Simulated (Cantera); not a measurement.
Input: 1 mol PbO, a varied amount of CH₄, 0.32 mol N₂, held at 1323 K and 6000 Pa.

These are equilibrium values from Cantera (NASA tables, ideal gas, pure condensed phases), not measurements of a reactor. Candidate condensed phases: C, C₆H₆, C₇H₈, C₈H₁₈, H₂O, Pb, PbO, PbO₂, Pb₃O₄; 139 gas species. Kinetics and transport are ignored.

**Question.** Which condensed phases are stable at each of these points (n(CH₄) (mol)): 0.43, 0.55, 0.7, 0.9, 1.1, 1.5, 1.9, 2.4, 3, 3.9?

**Answer.** 
```
n(CH₄) (mol)     condensed phases  Pb condensed (%)
------------  -------------------  ----------------
0.43                        Pb(l)              90.0
0.55                        Pb(l)              87.7
0.7                         Pb(l)              84.9
0.9                         Pb(l)              81.2
1.1           C(graphite) + Pb(l)              78.1
1.5           C(graphite) + Pb(l)              73.1
1.9           C(graphite) + Pb(l)              68.1
2.4           C(graphite) + Pb(l)              61.9
3             C(graphite) + Pb(l)              54.4
3.9           C(graphite) + Pb(l)              43.2
```

From 0.43 mol CH₄ to 0.9 mol CH₄ the condensed part is Pb(l). From 1.1 mol CH₄ to 3.9 mol CH₄ the condensed part is C(graphite) + Pb(l).
